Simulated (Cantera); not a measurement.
Input: 1 mol CH₄, 0.14 mol NH₃, 6 mol N₂, equilibrated at 2873 K and 1000 Pa.

Equilibrium computed with Cantera from the NASA thermochemical tables; the gas is ideal and each condensed phase is pure. Candidate condensed phases: C, C₆H₆, C₇H₈, C₈H₁₈; 92 gas species. Rates play no part.

Q: What is the equilibrium state?

A: 
```
Property                 Value
-------------------  ---------
x(N₂)                    0.596
x(H)                     0.273
x(H₂)                   0.0673
x(HCN)                  0.0319
x(CN)                   0.0117
x(C₃)                  0.00757
x(HNC)                 0.00541
x(C₂H₂ (acetylene))    0.00285
x(C₂H)                 0.00164
n(C(graphite))       0.168 mol
gas amount           9.775 mol
```
